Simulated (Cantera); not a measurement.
**Transport properties of process gases**

Gas mixture: 100 % O₂, at 0.210 Torr, frozen composition.

Cantera's kinetic-theory transport with the Lennard-Jones parameters of GRI-Mech 3.0, ideal gas; thermal conductivity in the mixture-averaged form.

| T (K) | ρ (kg/m³) | cp (J/kg/K) | μ (µPa s) | λ (mW/m/K) | Pr | D (cm²/s) NO | D (cm²/s) H₂ | D (cm²/s) H₂O |
|---|---|---|---|---|---|---|---|---|
| 400 | 0.000269 | 941.4 | 25.6 | 33.9 | 0.713 | 1230 | 4770 | 1450 |
| 550 | 0.000196 | 987.2 | 32.1 | 44.7 | 0.709 | 2120 | 8140 | 2630 |
| 700 | 0.000154 | 1031 | 37.8 | 55.0 | 0.709 | 3190 | 12200 | 4080 |
| 850 | 0.000127 | 1065 | 43.0 | 64.6 | 0.710 | 4410 | 16800 | 5760 |
| 1000 | 0.000108 | 1090 | 47.9 | 73.6 | 0.710 | 5790 | 22000 | 7670 |
| 1150 | 9.37e-5 | 1109 | 52.5 | 82.2 | 0.708 | 7310 | 27700 | 9770 |
D: mixture-averaged diffusion coefficient of that species in the mixture.
